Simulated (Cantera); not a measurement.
A closed system holds: 1 mol SiO2, 6.9 mol HF, held at 802 °C and 64000 Pa.

Method: chemical equilibrium by Gibbs-energy minimisation in Cantera with the NASA 1993 tables (ideal gas, pure condensed phases). Candidate condensed phases: H2O, Si, SiO2; 38 gas species. Equilibrium is a limit: real reactors are often held back by kinetics, nucleation or transport.

Base state: HF 0.492, H2O 0.339, SiF4 0.169 (mole fractions); condensed: gas only.

**Question.** What changes in the equilibrium state with this change: pressure from 64000 Pa to 280 Pa?

**Answer.** 
```csv
species,before,after
HF,0.492,0.770
H2O,0.339,0.154
SiF4,0.169,0.0768
"SiO2(β-quartz), mol",0,0.508
```
